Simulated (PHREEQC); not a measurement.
0.029 g of hydrous ferric oxide (600 m²/g; 0.2 weak and 0.005 strong sites per Fe, Dzombak-Morel constants, diffuse double layer) in 1 kg of water with 0.005 mol/kgw of an inert sodium salt and 1.3e-06 mol NaH2PO4 and 6.5e-07 mol Na2HAsO4, at 25 °C; the pH is set by adding NaOH or the inert anion's acid. Oxygen alone is held at its pressure in air (log pO2 = -0.68). CO2 from the air is kept out. Nothing may precipitate in this run.

Model: ion-association model, wateq4f.dat, run in PHREEQC.

```tsv
pH	P sorbed (%)	As sorbed (%)	surface charge σ (C/m²)	surface potential ψ (mV)
4	100.0	100.0	0.173	191
4.38	100.0	100.0	0.134	178
4.75	100.0	100.0	0.102	164
5.12	100.0	100.0	0.075	149
5.5	100.0	100.0	0.054	132
5.88	100.0	100.0	0.038	114
6.25	100.0	100.0	0.026	96
6.62	99.9	100.0	0.017	76
7	99.8	100.0	0.011	56
7.38	99.2	100.0	0.006	35
7.75	96.8	99.9	0.002	14
8.12	87.0	99.4	-0.001	-7
8.5	58.8	97.7	-0.005	-27
8.88	23.5	91.1	-0.009	-47
9.25	6.4	72.2	-0.014	-66
9.62	1.5	40.6	-0.021	-84
10	0.3	15.1	-0.031	-103
```

H3PO4, which wateq4f.dat lacks, is added to it with the constant of phreeqc.dat.
